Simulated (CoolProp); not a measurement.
Vapour-liquid equilibrium of R134a (1) + R124 (2) at -14.55 °C; x and y are mole fractions of (1).

The numbers come from the multi-fluid Helmholtz-energy mixture model, Tillner-Roth 1994 and de Vries 1995; pair parameters Bell 2016 in CoolProp.

Problem. Give the bubble pressure and the first vapour's composition at x = 0.05, 0.5, 0.8. Is there an azeotrope?

Solution. x = 0.05: 0.9599 bar, y = 0.099; x = 0.5: 1.353 bar, y = 0.643; x = 0.8: 1.554 bar, y = 0.864. No azeotrope shows between x = 0.05 and 0.95.

Pair parameters are fitted to limited data, so mixtures are less certain than the pure fluids.
